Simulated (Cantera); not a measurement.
Cantera run, input and output.

```python
import numpy as np
import cantera as ct

gas = ct.Solution("gri30.yaml")
gas.TPX = 1400, 1000000, {'CH4': 1, 'O2': 6.06, 'N2': 22.8, 'H2O': 6.7}
reactor = ct.IdealGasConstPressureReactor(gas, energy="on", clone=False)
net = ct.ReactorNet([reactor])
net.rtol, net.atol = 1e-08, 1e-16
show = ['CH4', 'O2', 'H2O', 'H2O2', 'NO']
times = np.geomspace(2e-06, 3, 14)

steps = ct.SolutionArray(gas, extra=["t"])
rows = []
print(f"{'t/s':>10s}{'T/K':>9s}{'P/Pa':>11s}" + "".join(f"{s:>11s}" for s in show))
for t in times:
    while net.time < t:
        t_next = net.step()
        steps.append(gas.state, t=t_next)
    rows.append([np.interp(t, steps.t, y) for y in (steps.T, steps.P, *steps(*show).X.T)])
    print(f"{t:10.3e}{rows[-1][0]:9.1f}{rows[-1][1]:11.4g}" + "".join(f"{x:11.3e}" for x in rows[-1][2:]))
rate = np.gradient(steps.T, steps.t)
print("integrator steps:", len(steps.t))
if steps.T.max() > steps.T[0] + 200:
    print(f"time of steepest temperature rise: {steps.t[rate.argmax()]:.4e} s")
gas.TPX = 1400, 1000000, {'CH4': 1, 'O2': 6.06, 'N2': 22.8, 'H2O': 6.7}
gas.equilibrate("HP")
print(f"equilibrium (HP): T = {gas.T:.1f} K  " + "  ".join(f"{s} {gas[s].X[0]:.3e}" for s in show))
```

Result:

```
       t/s      T/K       P/Pa        CH4         O2        H2O       H2O2         NO
 2.000e-06   1400.0      1e+06  2.735e-02  1.658e-01  1.833e-01  1.902e-09  1.410e-17
 5.972e-06   1400.0      1e+06  2.735e-02  1.658e-01  1.833e-01  9.365e-09  9.137e-17
 1.783e-05   1400.0      1e+06  2.735e-02  1.658e-01  1.833e-01  3.040e-08  8.156e-16
 5.325e-05   1400.0      1e+06  2.733e-02  1.657e-01  1.833e-01  8.066e-08  1.081e-14
 1.590e-04   1401.3      1e+06  2.705e-02  1.656e-01  1.835e-01  3.636e-07  1.800e-13
 4.747e-04   1940.6      1e+06  1.644e-13  1.112e-01  2.366e-01  6.502e-07  5.307e-07
 1.418e-03   1953.2      1e+06  5.218e-16  1.107e-01  2.372e-01  3.955e-07  2.500e-06
 4.233e-03   1953.2      1e+06  2.566e-17  1.107e-01  2.372e-01  3.955e-07  8.023e-06
 1.264e-02   1953.1      1e+06  5.349e-21  1.107e-01  2.372e-01  3.954e-07  2.450e-05
 3.774e-02   1953.0      1e+06  5.015e-24  1.107e-01  2.372e-01  3.952e-07  7.353e-05
 1.127e-01   1952.7      1e+06  6.189e-23  1.106e-01  2.372e-01  3.947e-07  2.185e-04
 3.365e-01   1951.8      1e+06  4.205e-23  1.104e-01  2.372e-01  3.931e-07  6.360e-04
 1.005e+00   1949.4      1e+06  3.778e-23  1.099e-01  2.372e-01  3.889e-07  1.716e-03
 3.000e+00   1945.6      1e+06  3.459e-23  1.090e-01  2.373e-01  3.822e-07  3.469e-03
integrator steps: 1612
time of steepest temperature rise: 4.3494e-04 s
equilibrium (HP): T = 1944.0 K  CH4 5.096e-23  O2 1.086e-01  H2O 2.373e-01  H2O2 3.795e-07  NO 4.191e-03
```

Model: GRI-Mech 3.0 (53 species, 325 reactions), integrated in Cantera.
